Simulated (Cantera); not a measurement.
A perfectly stirred reactor is fed with 32.3 % CH4, 67.7 % CO2, at 3750 Torr; it is held at 1875 K, and followed from long to short residence time.

Cantera simulation using GRI-Mech 3.0 (53 species, 325 reactions); the numbers are that mechanism's predictions, not measurements.

Predict: x(CH4) at τ = 1.00 s; x(CO2) at τ = 1.00 s; x(C2H2) at τ = 1.00 s; x(CH4) at τ = 9.70 ms; x(CO2) at τ = 9.70 ms; x(O2) at τ = 9.70 ms; x(C2H2) at τ = 9.70 ms.


```
Property                  Value
----------------------  -------
x(CH4) at τ = 1.00 s    0.00362
x(CO2) at τ = 1.00 s     0.0785
x(C2H2) at τ = 1.00 s   0.00156
x(CH4) at τ = 9.70 ms    0.0330
x(CO2) at τ = 9.70 ms     0.200
x(O2) at τ = 9.70 ms    1.92e-9
x(C2H2) at τ = 9.70 ms   0.0571
```
